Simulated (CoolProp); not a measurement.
A simple Rankine cycle with tetrahydrofuran: condensing at 327.15 K, boiler at 2.36 MPa, turbine inlet 484.9 K, turbine efficiency 0.7, pump efficiency 0.8, no recuperator. Each further row changes one setting.

The numbers come from the reference Helmholtz-energy equation of state, Fiedler 2023 in CoolProp.

```
case                             thermal efficiency (%)  net work (kJ/kg)  heat in (kJ/kg)  turbine exit temperature (K)  volume ratio over the turbine
-------------------------------  ----------------------  ----------------  ---------------  ----------------------------  -----------------------------
as stated                                          17.1               104              609                         387.8                           38.3
turbine inlet 504.9 K                              17.2               112              653                         411.7                           36.7
condensing temperature 319.15 K                    18.0               112       (withheld)                         381.9                     (withheld)
boiler pressure 1.65 MPa                           16.0               101              630                         404.4                     (withheld)
turbine efficiency 0.6                             14.6              88.9              609                         398.3                           39.4
```

Task: What belongs in the gaps?

Result: 
- condensing temperature 319.15 K, heat in (kJ/kg): 624
- condensing temperature 319.15 K, volume ratio over the turbine: 50.6
- boiler pressure 1.65 MPa, volume ratio over the turbine: 24.4
